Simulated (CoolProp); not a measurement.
The fluid at 293.15 K and 0.0547 MPa flows at 0.12 m/s in a round tube of 6 mm bore and 0.25 µm roughness, fully developed (64/Re and Nu = 3.66 if laminar; Colebrook and Gnielinski if turbulent). The same conditions are run with several fluids, on thermodynamics alone (safety and materials aside).

Model: reference Helmholtz-energy equation of state of each fluid (R124: de Vries 1995; R236EA: Rui 2013; R236FA: Pan 2012; R245fa: Akasaka 2015; CF4 (R14): Platzer 1990), in CoolProp. The equations of Platzer and Polt are older, rougher fits.

| fluid | Reynolds number | Darcy friction factor | pressure drop (Pa/m) | heat-transfer coefficient (W/(m² K)) | mass flow (kg/h) |
|---|---|---|---|---|---|
| R124 | 177 | 0.362 | ? | 7.79 | 0.0380 |
| R236EA | 233 | 0.274 | 1.15 | ? | 0.0425 |
| R236FA | 232 | 0.276 | 1.15 | 7.46 | 0.0425 |
| R245fa | 191 | 0.336 | ? | 9.31 | 0.0375 |
| CF4 (R14) | 84.0 | 0.762 | 1.81 | 9.52 | 0.0242 |

Task: Fill in the missing entries.

Result: 
- R124, pressure drop (Pa/m): 1.35
- R236EA, heat-transfer coefficient (W/(m² K)): 8.57
- R245fa, pressure drop (Pa/m): 1.24

Transport values come from each fluid's own correlations; those of R124, R236EA, R236FA, R245fa, CF4 (R14) are estimates that may be off by 10 % or more.
